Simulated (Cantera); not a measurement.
Source: NASA polynomial tables (part measured, part estimated), evaluated in Cantera. Values are per mole of reaction as written; species without (g) are pure solids or liquids, kept so even where they would boil at 1 bar.

2 Fe + 6 Cl(g) ⇌ Fe2Cl6(g)

| T (K) | ΔH° (kJ) | ΔS° (J/K) | ΔG° (kJ) | log10 K |
|---|---|---|---|---|
| 300 | -1382.2 | -508.9 | -1229.5 | 214.08 |
| 525 | [?] | [?] | [?] | [?] |
| 625 | [?] | [?] | [?] | [?] |
| 725 | [?] | [?] | [?] | [?] |
| 825 | -1392.0 | -526.0 | -958.0 | 60.66 |
| 925 | -1395.5 | -529.9 | -905.2 | 51.12 |

Question: What belongs in the gaps?

Answer: 
- 525, ΔH° (kJ): -1385.1
- 525, ΔS° (J/K): -515.7
- 525, ΔG° (kJ): -1114.3
- 525, log10 K: 110.86
- 625, ΔH° (kJ): -1387.0
- 625, ΔS° (J/K): -519.2
- 625, ΔG° (kJ): -1062.5
- 625, log10 K: 88.80
- 725, ΔH° (kJ): -1389.3
- 725, ΔS° (J/K): -522.6
- 725, ΔG° (kJ): -1010.5
- 725, log10 K: 72.80
